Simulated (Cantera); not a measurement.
A perfectly stirred reactor is fed with 12.0 % CH₄, 18.4 % O₂, 69.1 % N₂, 0.562 % H₂, at 9.87 atm; it is adiabatic with a 473 K inlet, and is followed from long to short residence time, starting on the burning branch (τ in s: 0.032, 0.019, 0.011, 0.0065, 0.0038, 0.0022, 0.0013, 0.00077, 0.00045, 0.00027, 0.00016, 9.2e-05).

Computed with Cantera and GRI-Mech 3.0 (53 species, 325 reactions).

x: mole fraction; the columns are a selection and need not sum to one.

| τ (s) | T (K) | x CH₄ | x O₂ | x C₂H | x CH₂O | x NO₂ | x CH₃ |
|---|---|---|---|---|---|---|---|
| 0.032 | 2175 | 0.000165 | 7.34e-5 | 2.17e-9 | … | 1.37e-9 | 2.64e-5 |
| 0.019 | 2175 | 0.000251 | 0.000118 | 5.19e-9 | … | 1.68e-9 | 4.16e-5 |
| 0.011 | 2175 | 0.000385 | 0.000194 | 1.24e-8 | … | 2.08e-9 | 6.59e-5 |
| 0.0065 | 2174 | 0.000568 | 0.000314 | 2.70e-8 | … | 2.54e-9 | 0.000101 |
| 0.0038 | 2173 | 0.000818 | 0.000509 | 5.53e-8 | … | 3.13e-9 | 0.000152 |
| 0.0022 | 2170 | 0.00114 | 0.000826 | 1.05e-7 | … | 3.88e-9 | 0.000223 |
| 0.0013 | 2166 | 0.00152 | 0.00130 | 1.78e-7 | … | 4.80e-9 | 0.000314 |
| 0.00077 | 2160 | 0.00198 | 0.00204 | 2.77e-7 | … | 5.93e-9 | 0.000430 |
| 0.00045 | 2148 | 0.00255 | 0.00321 | 4.01e-7 | … | 7.28e-9 | 0.000582 |
| 0.00027 | 2129 | 0.00328 | 0.00500 | 5.28e-7 | … | 8.62e-9 | 0.000765 |
| 0.00016 | 2095 | 0.00447 | 0.00822 | 6.29e-7 | … | 9.56e-9 | 0.00101 |
| 9.2e-5 | 1994 | 0.00816 | 0.0180 | 5.09e-7 | … | 7.60e-9 | 0.00134 |

**Question.** What belongs in the gaps?

**Answer.** 
- 0.032, x CH₂O: 1.63e-6
- 0.019, x CH₂O: 2.60e-6
- 0.011, x CH₂O: 4.21e-6
- 0.0065, x CH₂O: 6.60e-6
- 0.0038, x CH₂O: 1.03e-5
- 0.0022, x CH₂O: 1.59e-5
- 0.0013, x CH₂O: 2.37e-5
- 0.00077, x CH₂O: 3.48e-5
- 0.00045, x CH₂O: 5.12e-5
- 0.00027, x CH₂O: 7.43e-5
- 0.00016, x CH₂O: 0.000112
- 9.2e-5, x CH₂O: 0.000219
